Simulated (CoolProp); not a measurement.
Computed with CoolProp (reference Helmholtz-energy equation of state, Leachman 2009).

Q: For normal hydrogen, give the phase and the Z, cv (kJ/(kg K)), isothermal compressibility (1/MPa) at 159.1 K and 5350 kPa; 237.9 K and 5350 kPa.

A: 
- 159.1 K and 5350 kPa: supercritical; Z 1.04, cv 8.76, isothermal compressibility 0.179
- 237.9 K and 5350 kPa: supercritical; Z 1.04, cv 9.88, isothermal compressibility 0.180
